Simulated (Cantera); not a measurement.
A perfectly stirred reactor is fed with 17.7 % H₂, 8.49 % O₂, 73.9 % N₂, equivalence ratio 1.0, at 0.350 bar; it is adiabatic with a 625 K inlet, and is followed from long to short residence time, starting on the burning branch (τ in s: 0.44, 0.16, 0.059, 0.022, 0.0081, 0.003, 0.0011, 0.00041, 0.00015, 5.6e-05).

Computed with Cantera and GRI-Mech 3.0 (53 species, 325 reactions).

Predict: blow-out, bracketed by the residence times tried; x(H₂) at τ = 0.440 s; x(O₂) at τ = 0.440 s; x(NO₂) at τ = 0.440 s; x(H₂O) at τ = 0.440 s; x(NO) at τ = 0.440 s; x(H₂) at τ = 3.00 ms; x(O₂) at τ = 3.00 ms; x(H₂O) at τ = 3.00 ms; x(NO) at τ = 3.00 ms.

blow-out, bracketed by the residence times tried: burning at 0.150 ms, out at 56.0 µs
x(H₂) at τ = 0.440 s: 0.0102
x(O₂) at τ = 0.440 s: 0.00121
x(NO₂) at τ = 0.440 s: 1.34e-9
x(H₂O) at τ = 0.440 s: 0.181
x(NO) at τ = 0.440 s: 6.10e-5
x(H₂) at τ = 3.00 ms: 0.0233
x(O₂) at τ = 3.00 ms: 0.00984
x(H₂O) at τ = 3.00 ms: 0.154
x(NO) at τ = 3.00 ms: 2.76e-5
